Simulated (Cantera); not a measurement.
# Iron carbonyl, mercury and lead vapours: PbO + CO + N₂

Feed: 1 mol PbO, 6.5 mol CO, 0.74 mol N₂, equilibrated at 5.30 mbar.

Method: chemical equilibrium by Gibbs-energy minimisation in Cantera with the NASA 1993 tables (ideal gas, pure condensed phases). Candidate condensed phases: C, Pb, PbO, PbO₂, Pb₃O₄; 27 gas species. Kinetics and transport are ignored.

```
T (K)  log p CO  log p CO₂  log p Pb  log p N₂  log p PbO  log p Pb₂  log p NO  log p O  n Pb(l)
-----  --------  ---------  --------  --------  ---------  ---------  --------  -------  -------
850       -2.40      -3.14     -6.50     -3.27       <-14     -13.15      <-14     <-14    1.000
925       -2.40      -3.14     -5.57     -3.27     -12.69     -11.60      <-14     <-14    0.996
1000      -2.40      -3.14     -4.79     -3.27     -11.25     -10.29      <-14     <-14    0.978
1075      -2.40      -3.14     -4.12     -3.27     -10.00      -9.17      <-14     <-14    0.895
1150      -2.42      -3.16     -3.54     -3.29      -8.93      -8.20    -14.17     <-14    0.581
1225      -2.45      -3.19     -3.19     -3.32      -8.15      -7.67    -13.15     <-14        0
1300      -2.45      -3.19     -3.19     -3.32      -7.76      -7.82    -12.23     <-14        0
1375      -2.45      -3.19     -3.19     -3.32      -7.43      -7.96    -11.41   -13.14        0
1450      -2.45      -3.19     -3.19     -3.32      -7.12      -8.08    -10.68   -12.08        0
1525      -2.45      -3.19     -3.19     -3.32      -6.85      -8.19    -10.02   -11.14        0
```
log p: log10 of the partial pressure in bar; n: condensed amount in mol.

From 850 K to 1150 K the condensed part is Pb(l). From 1225 K to 1525 K nothing is condensed. The main Pb-bearing gas is Pb throughout.
